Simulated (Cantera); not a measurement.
# Pyrogenic steam for wet oxidation

A perfectly stirred reactor is fed with H2 : O2 : N2 = 1.7 : 1 : 14 (molar parts), at 1.00 bar; it is held at 1075 K, and followed from long to short residence time.

Cantera simulation using the H2/O2 subset of GRI-Mech 3.0, which has no nitrogen chemistry; the numbers are that mechanism's predictions, not measurements. The temperature is held fixed by assumption; the heat of reaction is taken as removed at once.

```
τ (s)        x H2     x O2   x H2O    x HO2   x H2O2
-------  --------  -------  ------  -------  -------
3.6      0.000311  0.00961   0.107  4.61e-6  4.53e-7
0.70     0.000630  0.00976   0.107  6.57e-6  7.18e-7
0.13      0.00140   0.0101   0.106  8.71e-6  9.44e-7
0.026     0.00315   0.0110   0.104  1.09e-5  1.11e-6
0.0051    0.00725   0.0131  0.0992  1.37e-5  1.26e-6
0.00098    0.0164   0.0178  0.0886  1.83e-5  1.43e-6
0.00019    0.0350   0.0276  0.0670  2.55e-5  1.58e-6
```
x: mole fraction; the columns are a selection and need not sum to one.
